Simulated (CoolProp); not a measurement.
Vapour-liquid equilibrium of R113 (1) + n-heptane (2) at 381 kPa; x and y are mole fractions of (1).

Computed with CoolProp (multi-fluid Helmholtz-energy mixture model, Marx 1992 and Span 2003; pair parameters Bell 2016).

```csv
x,bubble temperature (K),y at the bubble point,dew temperature at overall composition x (K),liquid density (mol/L)
0.05,418.5,0.144,422.2,5.690
0.15,408.7,0.371,418.3,5.885
0.25,400.4,0.532,414.1,6.068
0.35,393.6,0.649,409.6,6.244
0.45,387.9,0.736,404.8,6.414
0.55,383.1,0.802,399.4,6.583
0.65,378.9,0.856,393.5,6.752
0.75,375.3,0.902,386.9,6.925
0.85,372.0,0.943,379.4,7.104
0.95,368.9,0.981,371.4,7.293
```

No azeotrope shows between x = 0.05 and 0.95.

Pair parameters are fitted to limited data, so mixtures are less certain than the pure fluids.
